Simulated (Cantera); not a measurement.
**Thermodynamics of iron carbonyl, mercury and lead vapours, feed Fe(CO)5 + H2**

A closed system holds: 1 mol Fe(CO)5, 0.26 mol H2, held at 1598.15 K.

Method: chemical equilibrium by Gibbs-energy minimisation in Cantera with the NASA 1993 tables (ideal gas, pure condensed phases). Candidate condensed phases: C, C6H6, C7H8, C8H18, Fe, Fe(CO)5, FeO, Fe(OH)2, Fe(OH)3, Fe2O3, Fe3O4, H2O; 114 gas species. Iron dissolves carbon and melts from about 1420 K in contact with it, which pure phases cannot show. Condensed phases not in the tables: cementite and carbon dissolved in iron. Rates play no part.

```
P (Pa)   log p CO  log p H2  log p Fe  log p CO2  log p H  log p H2O  n Fe(γ)  n C(graphite)
-------  --------  --------  --------  ---------  -------  ---------  -------  -------------
10          -4.03     -5.32     -5.97     -10.94    -6.93     -11.75    0.944              0
36          -3.47     -4.75     -5.97     -10.00    -6.65     -10.81    0.984              0
130         -2.91     -4.19     -5.97      -9.07    -6.37      -9.88    0.996              0
460         -2.36     -3.64     -5.97      -8.16    -6.10      -8.96    0.999              0
1700        -1.79     -3.08     -5.97      -7.11    -5.81      -7.92    1.000              0
6000        -1.24     -2.53     -5.97      -6.02    -5.54      -6.83    1.000              0
22000       -0.68     -1.96     -5.97      -4.89    -5.26      -5.70    1.000              0
77000       -0.14     -1.42     -5.97      -3.80    -4.98      -4.61    1.000        0.00122
280000       0.42     -0.86     -5.97      -2.68    -4.70      -3.49    1.000        0.00445
1000000      0.98     -0.31     -5.97      -1.58    -4.43      -2.39    1.000         0.0158
```
log p: log10 of the partial pressure in bar; n: condensed amount in mol.

From 10.0 Pa to 0.220 bar the condensed part is Fe(γ). From 0.770 bar to 10.0 bar the condensed part is C(graphite) + Fe(γ). The main Fe-bearing gas is Fe throughout.
